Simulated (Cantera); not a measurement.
An adiabatic, constant-pressure homogeneous reactor starts with 11.9 % CO, 1.55 % H₂, 18.2 % O₂, 68.3 % N₂, equivalence ratio 0.37, at 1400 K and 3750 Torr.

Model: GRI-Mech 3.0 (53 species, 325 reactions), integrated in Cantera. The hydrogen kinetics of GRI-Mech 3.0 are dated; newer H2 mechanisms differ, most at raised pressure.

**Question.** Predict: time of steepest temperature rise; temperature at 0.100 s; equilibrium temperature; x(CO) at 0.100 s; x(H₂) at 0.100 s; x(O₂) at 0.100 s; x(CO₂) at 0.100 s; x(H₂O₂) at 0.100 s; x(NO) at 0.100 s; x(HO₂) at 0.100 s.

**Answer.** 
```
Property                                                            Result
---------------------------------  ---------------------------------------
time of steepest temperature rise                                  12.9 µs
temperature at 0.100 s                                              2355 K
equilibrium temperature                                             2355 K
x(CO) at 0.100 s                   0.00268 (gas-phase equilibrium 0.00268)
x(H₂) at 0.100 s                   5.75e-5 (gas-phase equilibrium 5.75e-5)
x(O₂) at 0.100 s                       0.117 (gas-phase equilibrium 0.117)
x(CO₂) at 0.100 s                      0.125 (gas-phase equilibrium 0.125)
x(H₂O₂) at 0.100 s                 5.99e-8 (gas-phase equilibrium 5.99e-8)
x(NO) at 0.100 s                     0.0126 (gas-phase equilibrium 0.0126)
x(HO₂) at 0.100 s                  3.64e-6 (gas-phase equilibrium 3.63e-6)
```
